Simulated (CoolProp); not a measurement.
Octamethyltrisiloxane (MDM) along the isobar 0.101 MPa: density (kg/m³) from the reference equation and from simpler models built on Tc = 292.2 °C, pc = 1.438 MPa, ω = 0.528; each cubic takes its own stable root.

Model: reference Helmholtz-energy equation of state, Thol 2017, in CoolProp.

| T (°C) | phase | reference |
|---|---|---|
| 128.65 | liquid | 704.3 |
| 146.15 | liquid | 683.1 |
| 163.55 | gas | 7.050 |
| 180.95 | gas | 6.709 |
| 198.35 | gas | 6.408 |
| 215.85 | gas | 6.136 |
| 233.25 | gas | 5.891 |
| 250.65 | gas | 5.668 |
| 268.05 | gas | 5.464 |
| 285.55 | gas | 5.275 |

### Question
How far does each simpler model (van der Waals, Soave-Redlich-Kwong) lie from the reference over these 10 states: mean and median of the absolute difference, and the worst?

### Answer
- van der Waals: mean 20.8 %, median 1.5 %, worst -99.0 % at 146.15 °C and 0.101 MPa
- Soave-Redlich-Kwong: mean 1.9 %, median 0.1 %, worst -8.8 % at 146.15 °C and 0.101 MPa

At some of these states van der Waals gives the other phase, because its saturation line lies elsewhere.
